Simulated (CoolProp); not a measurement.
Saturation properties of CHF3 (R23).

Values from CoolProp's reference Helmholtz-energy equation of state, Penoncello 2003.

| T (K) | p (MPa) | vapour density (kg/m³) | liquid viscosity (µPa s) |
|---|---|---|---|
| 163.3 | 0.01466 | 0.7654 | 513 |
| 177.1 | 0.04176 | 2.035 | 389 |
| 190.8 | 0.09939 | 4.579 | 307 |
| 204.6 | 0.2082 | 9.190 | 248 |
| 218.3 | 0.3911 | 16.79 | 203 |
| 232.1 | 0.6794 | 28.83 | 168 |
| 245.8 | 1.101 | 47.10 | 140 |
| 259.6 | 1.699 | 75.20 | 115 |
| 273.3 | 2.505 | 119.3 | 92.3 |
| 287.1 | 3.584 | 198.6 | 69.5 |

It boils at 191.1 K under 1 atm.

Viscosity comes from a separate model (Shan 2000).
